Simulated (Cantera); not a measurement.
Input: 1 mol SiH2Cl2, 7.4 mol N2, held at 2.50 mbar.

Equilibrium computed with Cantera from the NASA thermochemical tables; the gas is ideal and each condensed phase is pure. Candidate condensed phases: NH4Cl, Si, Si3N4; 28 gas species. The tables' values for SiCl, SiCl3, SiN are old estimates; treat these amounts as uncertain. Kinetics and transport are ignored.

x: gas mole fraction; n: condensed amount in mol.

| T (°C) | x N2 | x H2 | x SiCl2 | x HCl | x Si | n Si3N4(s) | n Si(l) |
|---|---|---|---|---|---|---|---|
| 1325 | 0.782 | 0.0725 | 0.0704 | 0.0728 | 1.05e-5 | 0.114 | 0 |
| 1375 | 0.783 | 0.0786 | 0.0773 | 0.0592 | 5.03e-5 | 0.0925 | 0 |
| 1425 | 0.783 | 0.0836 | 0.0828 | 0.0479 | 0.000220 | 0.0742 | 0 |
| 1475 | 0.786 | 0.0829 | 0.0824 | 0.0453 | 0.000582 | 0 | 0.209 |
| 1525 | 0.785 | 0.0819 | 0.0815 | 0.0464 | 0.00123 | 0 | 0.207 |
| 1575 | 0.783 | 0.0806 | 0.0804 | 0.0473 | 0.00251 | 0 | 0.199 |
| 1625 | 0.780 | 0.0792 | 0.0790 | 0.0480 | 0.00491 | 0 | [?] |
| 1675 | 0.775 | 0.0773 | 0.0772 | 0.0484 | 0.00929 | 0 | [?] |
| 1725 | 0.766 | 0.0749 | 0.0748 | 0.0483 | 0.0170 | 0 | [?] |

Question: Some entries are withheld; supply them.

Answer: 
- 1625, n Si(l): 0.178
- 1675, n Si(l): 0.135
- 1725, n Si(l): 0.0555
